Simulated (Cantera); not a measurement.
An adiabatic, constant-pressure homogeneous reactor starts with CH₄ : C₂H₆ : C₃H₈ : O₂ : N₂ : H₂O = 1 : 0.045 : 0.16 : 2.69 : 10.1 : 1.3 (molar parts), equivalence ratio 1.1, at 1575 K and 6.80 bar. Integrator tolerance rtol = 1e-08.

Model: GRI-Mech 3.0 (53 species, 325 reactions), integrated in Cantera. GRI-Mech 3.0 was tuned for natural gas; its chemistry of propane as a main component is partial and can be far from experiment.

### Question
What does this change do: 0.094 parts H2 added?

### Answer
```
quantity                                                            before                                    after
---------------------------------  ---------------------------------------  ---------------------------------------
time of steepest temperature rise                                  29.0 µs                                  27.0 µs
temperature at 2.00 s                                               2833 K                                   2837 K
equilibrium temperature                                             2833 K                                   2837 K
x(CH₄) at 2.00 s                     <1e-12 (gas-phase equilibrium <1e-12)    <1e-12 (gas-phase equilibrium <1e-12)
x(C₂H₆) at 2.00 s                    <1e-12 (gas-phase equilibrium <1e-12)    <1e-12 (gas-phase equilibrium <1e-12)
x(C₃H₈) at 2.00 s                    <1e-12 (gas-phase equilibrium <1e-12)    <1e-12 (gas-phase equilibrium <1e-12)
x(OH) at 2.00 s                      0.0149 (gas-phase equilibrium 0.0149)    0.0148 (gas-phase equilibrium 0.0148)
x(N₂O) at 2.00 s                   8.95e-7 (gas-phase equilibrium 8.95e-7)  8.51e-7 (gas-phase equilibrium 8.51e-7)
x(CO₂) at 2.00 s                     0.0562 (gas-phase equilibrium 0.0562)    0.0543 (gas-phase equilibrium 0.0543)
x(HCN) at 2.00 s                   7.13e-9 (gas-phase equilibrium 7.13e-9)  8.20e-9 (gas-phase equilibrium 8.20e-9)
```
